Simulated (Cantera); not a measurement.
Input: 1 mol SiH₂Cl₂, 14 mol NH₃, 72 mol H₂, equilibrated at 82.5 Torr.

These are equilibrium values from Cantera (NASA tables, ideal gas, pure condensed phases), not measurements of a reactor. Candidate condensed phases: NH₄Cl, Si, Si₃N₄; 28 gas species. Gases not in the tables: Si₂H₆ and higher silanes. Rates play no part.

Task: Which condensed phases are stable at each of these points (T (K)): 1023, 1123, 1223, 1323, 1423, 1523, 1623, 1723, 1823, 1923, 2023?

Result: 
```
T (K)  condensed phases  Si condensed (%)
-----  ----------------  ----------------
1023           Si₃N₄(s)             100.0
1123           Si₃N₄(s)             100.0
1223           Si₃N₄(s)             100.0
1323           Si₃N₄(s)             100.0
1423           Si₃N₄(s)              99.8
1523           Si₃N₄(s)              99.3
1623           Si₃N₄(s)              97.7
1723           Si₃N₄(s)              93.4
1823              Si(l)              88.5
1923              Si(l)              87.5
2023              Si(l)              82.8
```

From 1023 K to 1723 K the condensed part is Si₃N₄(s). From 1823 K to 2023 K the condensed part is Si(l).
